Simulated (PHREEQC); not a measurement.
**Buffer**

Make-up at 83 °C: 0.11 mol HF, 0.43 mol Na2HPO4 and 0.000435 mol KCl per kg of water. Closed to the air; pH follows from the charge balance.

Model: ion-association model, phreeqc.dat, run in PHREEQC.

Precipitation was switched off in this run.

Q: Estimate the pH, activity of water, density.

A: pH 6.80; activity of water 0.977; density 1.014 g/cm³.

Q: In which forms is F present?

A: F- 88 %, NaF 12 % of the F.

The ionic strength is past about 0.7 mol/kgw, beyond the range of this activity model, so the values are rough. Constants without temperature data keep their 25 °C values here.
